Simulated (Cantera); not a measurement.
Input (Python, Cantera) and output of one run.

```python
import numpy as np
import cantera as ct

gas_names = """
    AL ALH ALN AL2 H H2 N NH NH2 NH3 N2 N2H2 N2H4
""".split()
cond_names = """
    AL(cr) AL(L) ALN(s)
""".split()


# ... load() reads the species with a 1 bar reference pressure and builds the phases ...
atoms = {
    'AlN': {'AL': 1, 'N': 1},
    'H2': {'H': 2},
}
top_T = {'ALN(s)': 2750}  # K; cautious upper limits of use, not melting points


# ... equilibrate(T, P, feed) seeds the gas with the atoms and calls Mixture.equilibrate('TP', solver="vcs", rtol=1e-11, max_steps=5000) ...
results = []
feed = {'AlN': 1, 'H2': 220}  # mol
P = 13332.2  # Pa
for T in [1200, 1275, 1350, 1425, 1500, 1575, 1650, 1725, 1800, 1875, 1950, 2025]:
    mix = equilibrate(T, P, feed)
    results.append((T, P, feed, dict(zip(mix.species_names, mix.species_moles))))
    x = sorted(zip(gas.X, gas.species_names), reverse=True)
    print(f"T = {T:g} K  P = {P:g} Pa  gas = {mix.phase_moles(0):.4g} mol")
    print("   x: " + "  ".join(f"{s} {v:.3e}" for v, s in x if v > 1e-05))
    print("   condensed (mol): " + ("  ".join(f"{mix.phase(i).name} {mix.phase_moles(i):.4g}"
          for i in range(1, mix.n_phases) if mix.phase_moles(i) > 1e-12) or "none"))
```

Result:

```
T = 1200 K  P = 13332.2 Pa  gas = 220 mol
   x: H2 1.000e+00
   condensed (mol): ALN(s) 1
T = 1275 K  P = 13332.2 Pa  gas = 220 mol
   x: H2 1.000e+00
   condensed (mol): ALN(s) 1
T = 1350 K  P = 13332.2 Pa  gas = 220 mol
   x: H2 1.000e+00
   condensed (mol): ALN(s) 1
T = 1425 K  P = 13332.2 Pa  gas = 220 mol
   x: H2 1.000e+00  H 1.868e-05
   condensed (mol): ALN(s) 0.9999
T = 1500 K  P = 13332.2 Pa  gas = 220 mol
   x: H2 9.999e-01  H 4.821e-05
   condensed (mol): ALN(s) 0.9996
T = 1575 K  P = 13332.2 Pa  gas = 220 mol
   x: H2 9.999e-01  H 1.138e-04
   condensed (mol): ALN(s) 0.998
T = 1650 K  P = 13332.2 Pa  gas = 220 mol
   x: H2 9.997e-01  H 2.488e-04  AL 3.012e-05  N2 1.894e-05
   condensed (mol): ALN(s) 0.9917
T = 1725 K  P = 13332.2 Pa  gas = 220.1 mol
   x: H2 9.993e-01  H 5.085e-04  AL 1.168e-04  N2 7.037e-05  ALH 2.398e-05
   condensed (mol): ALN(s) 0.969
T = 1800 K  P = 13332.2 Pa  gas = 220.3 mol
   x: H2 9.983e-01  H 9.798e-04  AL 4.029e-04  N2 2.349e-04  ALH 6.691e-05
   condensed (mol): ALN(s) 0.8965
T = 1875 K  P = 13332.2 Pa  gas = 220.7 mol
   x: H2 9.961e-01  H 1.792e-03  AL 1.255e-03  N2 7.131e-04  ALH 1.713e-04
   condensed (mol): ALN(s) 0.6853
T = 1950 K  P = 13332.2 Pa  gas = 221.6 mol
   x: H2 9.909e-01  AL 3.571e-03  H 3.125e-03  N2 1.989e-03  ALH 4.062e-04
   condensed (mol): ALN(s) 0.1182
T = 2025 K  P = 13332.2 Pa  gas = 222 mol
   x: H2 9.880e-01  H 5.239e-03  AL 4.108e-03  N2 2.252e-03  ALH 3.949e-04
   condensed (mol): none
```

Method: chemical equilibrium by Gibbs-energy minimisation in Cantera with the NASA 1993 tables (ideal gas, pure condensed phases).
